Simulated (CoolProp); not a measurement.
Aqueous ethylene glycol as a coolant, at 21 °C, 1 atm.

Model: Melinder's fits for secondary coolants, in CoolProp.

```
mass %  freezing point (°C)  cp (kJ/(kg K))  viscosity (mPa s)  density (kg/m³)  conductivity (W/(m K))
------  -------------------  --------------  -----------------  ---------------  ----------------------
1.7                    -0.5           4.160               1.02              ___                   0.593
8.5                    -2.8           4.067                ___             1008                   0.561
15.3                    ___           3.971               1.43             1017                   0.530
22.1                   -9.1           3.863               1.71             1027                   0.500
28.9                  -13.7           3.742               2.04             1036                   0.470
35.8                  -19.6           3.608               2.45             1046                   0.442
42.6                  -26.7           3.470                ___             1055                   0.416
49.4                  -35.2             ___               3.52             1064                   0.392
56.2                  -45.1           3.187               4.23             1072                   0.369
```

Problem. What belongs in the gaps?

Solution. 
- 1.7, density (kg/m³): 999.4
- 8.5, viscosity (mPa s): 1.19
- 15.3, freezing point (°C): -5.6
- 42.6, viscosity (mPa s): 2.93
- 49.4, cp (kJ/(kg K)): 3.330
